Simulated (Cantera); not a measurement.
An isothermal, constant-pressure homogeneous reactor starts with C2H4 : H2 = 1 : 23 (molar parts), at 1300 K and 100000 Pa.

Cantera simulation using GRI-Mech 3.0 (53 species, 325 reactions); the numbers are that mechanism's predictions, not measurements. GRI-Mech 3.0 was tuned for natural gas; its chemistry of ethylene as a main component is partial and can be far from experiment. GRI-Mech 3.0 stops at C3 and has no aromatics, soot or wall deposition, so with more carbon than oxygen in the feed, carbon stays in small species such as C2H2 where larger ones or solid carbon would form.

x: mole fraction; the columns are a selection and need not sum to one.

```csv
t (s),x C2H4,x H2,x C2H2,x CH2,x CH3
3.00e-6,0.0417,0.958,2.80e-8,<1e-12,<1e-12
2.25e-5,0.0417,0.958,2.10e-7,<1e-12,<1e-12
0.000169,0.0417,0.958,1.59e-6,<1e-12,1.42e-12
0.00127,0.0417,0.958,1.25e-5,<1e-12,9.62e-11
0.00949,0.0389,0.958,0.00120,1.32e-11,8.84e-7
0.0711,0.0235,0.949,0.00829,3.14e-11,4.22e-6
0.533,?,0.932,?,2.21e-11,?
4.00,0.00215,0.917,0.000895,4.58e-12,3.43e-6
30.0,?,0.913,?,1.41e-12,?
```

What belongs in the gaps?


- 0.533, x C2H4: 0.0118
- 0.533, x C2H2: 0.00492
- 0.533, x CH3: 5.93e-6
- 30.0, x C2H4: 0.000242
- 30.0, x C2H2: 9.36e-5
- 30.0, x CH3: 1.97e-6
